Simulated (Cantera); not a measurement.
Feed: 1 mol PH3, 1.5 mol H2O, at 13.0 mbar.

Equilibrium computed with Cantera from the NASA thermochemical tables; the gas is ideal and each condensed phase is pure. Candidate condensed phases: H2O, P, P4O10; 17 gas species. Gases not in the tables: HPO2, HPO3 and P4O6. The numbers say what is thermodynamically allowed, not how fast it happens. All values below are at 1600 °C.

Base state: H2 0.618, H2O 0.159, PO 0.126, PO2 0.0524, P2 0.0406, H 0.00445, P 0.000265, OH 8.88e-5 (mole fractions); condensed: gas only.

Q: What changes in the equilibrium state with this change: H2O from 1.5 to 0.76 mol?

A: 
```
species    before     after
-------  --------  --------
H2          0.618     0.664
PO          0.126     0.110
P2         0.0406     0.100
H2O         0.159    0.0950
PO2        0.0524    0.0255
OH        8.88e-5   5.12e-5
PH        4.87e-5   7.95e-5
P        0.000265  0.000417
H         0.00445   0.00461
```
